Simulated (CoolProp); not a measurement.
Vapour-liquid equilibrium of m-xylene (1) + n-nonane (2) at 79.95 °C; x and y are mole fractions of (1).

Values from CoolProp's multi-fluid Helmholtz-energy mixture model, Zhou 2012 and Lemmon 2006; pair parameters Bell 2016.

Q: Give the bubble pressure and the first vapour's composition at x = 0.05, 0.55, 0.75. Is there an azeotrope?

A: x = 0.05: 10.29 kPa, y = 0.104; x = 0.55: 14.00 kPa, y = 0.648; x = 0.75: 14.71 kPa, y = 0.791. No azeotrope shows between x = 0.05 and 0.95.

Pair parameters are fitted to limited data, so mixtures are less certain than the pure fluids.
